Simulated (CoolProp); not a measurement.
CHF3 (R23) along the isobar 39.9 bar: fugacity coefficient from the reference equation and from simpler models built on Tc = 299.3 K, pc = 48.32 bar, ω = 0.263; each cubic takes its own stable root.

Computed with CoolProp (reference Helmholtz-energy equation of state, Penoncello 2003).

```tsv
T (K)	phase	reference
147.5	liquid	0.0009536
154.1	liquid	0.001839
160.7	liquid	0.003329
167.3	liquid	0.005698
173.9	liquid	0.009287
180.5	liquid	0.01449
187.2	liquid	0.02189
193.8	liquid	0.03175
200.4	liquid	0.04466
```

Task: How far does each simpler model (van der Waals, Redlich-Kwong, Peng-Robinson) lie from the reference over these 9 states: mean and median of the absolute difference, and the worst?

Result: 
- van der Waals: mean 1399.1 %, median 967.6 %, worst +3834.6 % at 147.5 K and 39.9 bar
- Redlich-Kwong: mean 119.0 %, median 115.0 %, worst +176.5 % at 147.5 K and 39.9 bar
- Peng-Robinson: mean 1.5 %, median 1.3 %, worst +2.5 % at 147.5 K and 39.9 bar
